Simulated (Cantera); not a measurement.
An isothermal, constant-pressure homogeneous reactor starts with CO : O2 : H2O : N2 = 0.015 : 0.0026 : 0.00031 : 1 (molar parts), equivalence ratio 2.9, at 1325 K and 1.01 bar. Integrator tolerance rtol = 1e-08.

Computed with Cantera and GRI-Mech 3.0 (53 species, 325 reactions).

Task: What does this change do: temperature 1325 to 875 K?

Result: 
```
quantity                                             before                                      after
----------------  -----------------------------------------  -----------------------------------------
x(CO) at 3.00 s     0.00950 (gas-phase equilibrium 0.00950)     0.0147 (gas-phase equilibrium 0.00940)
x(O2) at 3.00 s     4.59e-11 (gas-phase equilibrium <1e-12)     0.00255 (gas-phase equilibrium <1e-12)
x(H2O) at 3.00 s  0.000155 (gas-phase equilibrium 0.000155)   0.000305 (gas-phase equilibrium 5.44e-5)
x(H2) at 3.00 s   0.000150 (gas-phase equilibrium 0.000150)  7.19e-12 (gas-phase equilibrium 0.000251)
x(N2O) at 3.00 s     1.09e-8 (gas-phase equilibrium <1e-12)    1.25e-12 (gas-phase equilibrium <1e-12)
```
